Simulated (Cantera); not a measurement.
A closed system holds: 1 mol Fe, 1.6 mol H₂S, 45 mol CO, at 1898 K and 9.80 bar.

Method: chemical equilibrium by Gibbs-energy minimisation in Cantera with the NASA 1993 tables (ideal gas, pure condensed phases). Candidate condensed phases: C, C₆H₆, C₇H₈, C₈H₁₈, Fe, Fe(CO)₅, FeO, Fe(OH)₂, Fe(OH)₃, FeS, FeSO₄, FeS₂, Fe₂O₃, Fe₂(SO₄)₃, Fe₃O₄, H₂O, H₂SO₄, S; 127 gas species. FeS: taken at fixed stoichiometry. Kinetics and transport are ignored.

Base state: CO 0.957, H₂ 0.0309, COS 0.00324, H₂S 0.00293, CS₂ 0.00159, CO₂ 0.00155, S₂ 0.00147, SH 0.000379 (mole fractions); condensed: FeS(l).

What changes in the equilibrium state with this change: temperature from 1898 K to 1523 K?


| species | before | after |
|---|---|---|
| CO | 0.957 | 0.954 |
| H₂ | 0.0309 | 0.0293 |
| COS | 0.00324 | 0.00511 |
| CO₂ | 0.00155 | 0.00485 |
| S | 1.93e-5 | 2.67e-7 |
| H | 4.39e-5 | 1.26e-6 |
| CS | 0.000167 | 1.03e-5 |
| CH₄ | 1.32e-6 | 1.94e-5 |
| SH | 0.000379 | 4.78e-5 |
| FeS(l), mol | 1.000 | 1.00 |
| C(graphite), mol | 0 | 0.183 |

What changes in the equilibrium state with this change: temperature from 1898 K to 973.15 K?


| species | before | after |
|---|---|---|
| CO₂ | 0.00155 | 0.673 |
| CO | 0.957 | 0.262 |
| H₂O | 0.000210 | 0.0265 |
| H₂S | 0.00293 | 0.0146 |
| H₂ | 0.0309 | 0.0166 |
| CS | 0.000167 | <1e-9 |
| H | 4.39e-5 | <1e-9 |
| S | 1.93e-5 | <1e-9 |
| SH | 0.000379 | 1.26e-7 |
| FeS(l), mol | 1.000 | 0 |
| C(graphite), mol | 0 | 19.2 |
| FeS(s), mol | 0 | 1.00 |

What changes in the equilibrium state with this change: pressure from 9.80 bar to 20.0 mbar?


```
species       before     after
-----------  -------  --------
CO             0.957     0.943
H₂            0.0309    0.0320
S₂           0.00147    0.0148
Fe           3.09e-6   0.00543
S            1.93e-5   0.00135
H            4.39e-5  0.000988
SO           8.26e-7   1.02e-5
CS₂          0.00159  0.000183
FeS(l), mol    1.000         0
Fe(l), mol         0     0.741
```
